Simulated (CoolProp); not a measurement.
A single-stage vapour-compression cycle with R227EA: evaporating at 215.15 K (dew point), condensing at 273.15 K (bubble point), superheat 10 K, subcooling 5 K, compressor efficiency 0.9, no pressure losses. Each further row changes one setting.

Values from CoolProp's reference Helmholtz-energy equation of state, Lemmon 2016.

```tsv
case	cooling COP	pressure ratio	discharge temperature (K)	refrigerating effect (kJ/kg)	volumetric capacity (kJ/m³)
as stated	2.60	17.9	282.2	99.2	99.0
evaporating temperature 220.15 K	3.01	13.0	281.3	102	138
condensing temperature 268.15 K	2.96	14.8	278.1	105	104
subcooling 10 K	2.75	17.9	282.2	105	104
superheat 20 K	2.66	17.9	292.7	106	101
compressor efficiency 0.8	2.32	17.9	288.0	99.2	99.0
```
